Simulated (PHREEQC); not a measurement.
A made-up water analysis in mmol/kgw, 25 °C, pH 6.53, pe 11.1: Na 0.198; K 0.0099; Ca 0.458; Mg 0.00431; Cl 0.266; S(6) 0.0981; Alkalinity (meq/kgw) 0.222; Cd 0.0117; Zn 0.00402.

Valence states are taken as typed.

Equilibrium calculation in PHREEQC: ion-association model, phreeqc.dat.

No solid was allowed to form.

**Question.** What specific conductance, charge-balance error does the model give?

**Answer.** specific conductance 106 µS/cm; charge-balance error 26.3 %.

**Question.** In which forms is S present?

**Answer.** SO4-2 94 %, CaSO4 5.4 % of the S.
